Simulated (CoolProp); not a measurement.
Vapour-liquid equilibrium of benzene (1) + dimethyl carbonate (2) at 74.95 °C; x and y are mole fractions of (1).

Computed with CoolProp (multi-fluid Helmholtz-energy mixture model, Thol 2012 and Zhou 2011; pair parameters Bell 2016).

```json
[
 {"x": "0.05", "bubble pressure, mixture model (kPa)": "63.78", "bubble pressure, Raoult's law (kPa)": "62.22", "y, mixture model": "0.090", "y, Raoult's law": "0.069"},
 {"x": "0.2", "bubble pressure, mixture model (kPa)": "70.86", "bubble pressure, Raoult's law (kPa)": "66.03", "y, mixture model": "0.301", "y, Raoult's law": "0.261"},
 {"x": "0.35", "bubble pressure, mixture model (kPa)": "76.23", "bubble pressure, Raoult's law (kPa)": "69.83", "y, mixture model": "0.456", "y, Raoult's law": "0.433"},
 {"x": "0.5", "bubble pressure, mixture model (kPa)": "80.30", "bubble pressure, Raoult's law (kPa)": "73.64", "y, mixture model": "0.585", "y, Raoult's law": "0.586"},
 {"x": "0.65", "bubble pressure, mixture model (kPa)": "83.29", "bubble pressure, Raoult's law (kPa)": "77.44", "y, mixture model": "0.703", "y, Raoult's law": "0.725"},
 {"x": "0.8", "bubble pressure, mixture model (kPa)": "85.31", "bubble pressure, Raoult's law (kPa)": "81.25", "y, mixture model": "0.821", "y, Raoult's law": "0.850"},
 {"x": "0.95", "bubble pressure, mixture model (kPa)": "86.28", "bubble pressure, Raoult's law (kPa)": "85.05", "y, mixture model": "0.951", "y, Raoult's law": "0.964"}
]
```

The largest gap from Raoult's law is +9.2 % in bubble pressure, at x = 0.35. No azeotrope shows between x = 0.05 and 0.95.

The pair parameters rest on a limited set of measurements; away from them the model extrapolates.
